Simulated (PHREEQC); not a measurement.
A solution holds 0.082 mol MnSO4, 0.0049 mol NiCl2, 0.00012 mol HCl and 0.11 mol NaCl per kg of water, at 25 °C. Closed to the air; pH follows from the charge balance.

Computed with PHREEQC (ion-association model, wateq4f.dat).

This is a speciation only: nothing precipitates in the calculation.

Question: Order these S species by the share of S that they hold, largest first: NaSO4-, MnSO4, SO4-2, NiSO4.

Answer: SO4-2 (57 %), MnSO4 (33 %), NaSO4- (7.4 %), NiSO4 (2.1 %)

The pH is 4.38 and the ionic strength 0.312 mol/kgw. Species that the database lacks are ignored.
